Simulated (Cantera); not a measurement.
What does this Cantera script print?

```python
import numpy as np
import cantera as ct

surf = ct.Interface("ptcombust.yaml", "Pt_surf")
gas = surf.adjacent["gas"]
gas.TPX = 300, 12000, {'CH4': 0.08, 'O2': 0.06, 'N2': 0.79}
jet = ct.ImpingingJet(gas=gas, width=0.034, surface=surf)
jet.inlet.mdot, jet.inlet.T, jet.inlet.X = 0.037, 300, {'CH4': 0.08, 'O2': 0.06, 'N2': 0.79}
jet.set_refine_criteria(ratio=10, slope=0.2, curve=0.3)
show, cover = ['CH4', 'O2', 'H2O', 'OH', 'CO', 'CO2'], ["PT(S)", "H(S)", "O(S)", "OH(S)", "CO(S)", "C(S)"]

rows = []
print(f"{'Ts/K':>7s}" + "".join(f"{s:>11s}" for s in show + cover) + "   (gas at the wall, coverages)")
for i, Ts in enumerate([850, 900, 950, 1000, 1050, 1100, 1150]):
    jet.surface.T = Ts
    if i == 0:
        surf.TP = Ts, 12000
        surf.coverages = "PT(S):0.5, O(S):0.5"
        surf.advance_coverages(1.0)
        jet.set_initial_guess(products="inlet")
    jet.solve(loglevel=0, auto=(i == 0))
    rows.append([*(jet.X[gas.species_index(s), -1] for s in show), *surf[cover].coverages])
    print(f"{Ts:7g}" + "".join(f"{x:11.3e}" for x in rows[-1]))
```

It prints:

```
   Ts/K        CH4         O2        H2O         OH         CO        CO2      PT(S)       H(S)       O(S)      OH(S)      CO(S)       C(S)   (gas at the wall, coverages)
    850  5.300e-02  1.402e-02  5.744e-02  2.919e-12  3.450e-02  2.063e-05  1.881e-01  9.872e-04  2.033e-07  6.679e-07  1.373e-01  6.736e-01
    900  4.940e-02  1.277e-02  5.606e-02  8.578e-12  3.820e-02  1.419e-05  2.062e-01  1.463e-03  1.287e-07  4.586e-07  6.614e-02  7.262e-01
    950  4.280e-02  1.051e-02  5.363e-02  2.579e-11  4.494e-02  1.451e-05  2.395e-01  1.864e-03  9.989e-08  3.997e-07  4.222e-02  7.164e-01
   1000  3.289e-02  7.582e-03  4.929e-02  7.406e-11  5.501e-02  2.087e-05  2.983e-01  2.272e-03  8.987e-08  4.079e-07  3.526e-02  6.641e-01
   1050  1.792e-02  3.932e-03  4.149e-02  1.971e-10  7.012e-02  5.778e-05  4.396e-01  2.951e-03  1.057e-07  5.101e-07  4.633e-02  5.111e-01
   1100  6.290e-03  1.469e-03  3.455e-02  6.120e-10  8.149e-02  4.586e-04  7.537e-01  3.700e-03  2.847e-07  9.583e-07  8.037e-02  1.623e-01
   1150  4.575e-03  1.125e-03  3.282e-02  1.950e-09  8.241e-02  1.376e-03  8.854e-01  3.455e-03  6.970e-07  1.400e-06  6.041e-02  5.070e-02
```

Model: Deutschmann's 1995 Pt surface mechanism with GRI-Mech 3.0 gas chemistry, integrated in Cantera. Catalytic surfaces can have several steady states; this one follows from the mechanism file's or the stated starting coverage.
